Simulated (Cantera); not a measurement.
A closed system holds: 1 mol CCl4, 6.3 mol H2, equilibrated at 26.0 Pa.

These are equilibrium values from Cantera (NASA tables, ideal gas, pure condensed phases), not measurements of a reactor. Candidate condensed phases: C, C6H6, C7H8, C8H18; 91 gas species. Kinetics and transport are ignored. All values below are at 1948 K.

Base state: H2 0.488, HCl 0.430, H 0.0490, Cl 0.0323, C2H2 (acetylene) 0.000263 (mole fractions); condensed: C(graphite).

Q: What changes in the equilibrium state with this change: H2 from 6.3 to 0.21 mol?

A: 
| species | before | after |
|---|---|---|
| Cl | 0.0323 | 0.894 |
| HCl | 0.430 | 0.105 |
| Cl2 | 7.51e-7 | 0.000575 |
| H2 | 0.488 | 3.77e-5 |
| H | 0.0490 | 0.000430 |
| C2H2 (acetylene) | 0.000263 | 2.03e-8 |
| C(graphite), mol | 0.995 | 1.000 |
